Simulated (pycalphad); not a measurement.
Computed with pycalphad from the COST 507 light-alloy database (1999), at 1 atm. The database dates from 1999; later assessments differ in places, in temperatures and in the compounds included. Amounts are mole fractions of atoms. Kinetics are ignored, which matters at the lower temperatures.

**Question.** Give the equilibrium state of Si-0.8852V (wt.%) at 900 K.

**Answer.** DIAMOND_A4, fraction 0.985, with no V wt.%; SI2V, fraction 0.015, with 47.6 V wt.%.

Database names, with the compositions (at.%) that they take in these runs: SI2V: Si 67 V 33. DIAMOND_A4 is diamond (Si). An entry "none" or "no" means that the model of the phase leaves that element out.
